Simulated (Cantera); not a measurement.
## Thermodynamics of boron, boron nitride and boron oxide, feed B + H2 + N2

Feed: 1 mol B, 66 mol H2, 36 mol N2, held at 0.000900 bar.

These are equilibrium values from Cantera (NASA tables, ideal gas, pure condensed phases), not measurements of a reactor. Candidate condensed phases: B, BN; 15 gas species. N2 is the only nitrogen source here; it is nearly inert below about 1500 K, so the nitride shown seldom forms there in practice. The tables' values for BH2 are old estimates; treat these amounts as uncertain. Kinetics and transport are ignored.

```json
[
 {"T (K)": "1248", "x H2": "0.650", "x N2": "0.350", "x H": "1.26e-5", "x B": "<1e-12", "x BH2": "2.01e-11", "x BH": "<1e-12", "x BN": "<1e-12", "x BH3": "1.61e-12", "n BN(s)": "1.00", "n B(s)": "0"},
 {"T (K)": "1398", "x H2": "0.650", "x N2": "0.350", "x H": "0.000127", "x B": "<1e-12", "x BH2": "2.00e-9", "x BH": "<1e-12", "x BN": "<1e-12", "x BH3": "5.50e-11", "n BN(s)": "1.00", "n B(s)": "0"},
 {"T (K)": "1548", "x H2": "0.650", "x N2": "0.350", "x H": "0.000827", "x B": "6.65e-11", "x BH2": "8.04e-8", "x BH": "3.14e-11", "x BN": "5.93e-12", "x BH3": "9.32e-10", "n BN(s)": "1.000", "n B(s)": "0"},
 {"T (K)": "1698", "x H2": "0.647", "x N2": "0.349", "x H": "0.00388", "x B": "1.68e-8", "x BH2": "1.67e-6", "x BH": "3.43e-9", "x BN": "8.26e-10", "x BH3": "9.44e-9", "n BN(s)": "1.000", "n B(s)": "0"},
 {"T (K)": "1848", "x H2": "0.639", "x N2": "0.347", "x H": "0.0141", "x B": "1.72e-6", "x BH2": "2.08e-5", "x BH": "1.72e-7", "x BN": "5.11e-8", "x BH3": "6.42e-8", "n BN(s)": "0.998", "n B(s)": "0"},
 {"T (K)": "1998", "x H2": "0.615", "x N2": "0.342", "x H": "0.0419", "x B": "8.72e-5", "x BH2": "0.000173", "x BH": "4.74e-6", "x BN": "1.69e-6", "x BH3": "3.14e-7", "n BN(s)": "0.972", "n B(s)": "0"},
 {"T (K)": "2148", "x H2": "0.560", "x N2": "0.334", "x H": "0.104", "x B": "0.00146", "x BH2": "0.000577", "x BH": "4.53e-5", "x BN": "1.94e-5", "x BH3": "6.43e-7", "n BN(s)": "0", "n B(s)": "0.773"}
]
```
x: gas mole fraction; n: condensed amount in mol.

From 1248 K to 1998 K the condensed part is BN(s). At 2148 K the condensed part is B(s).
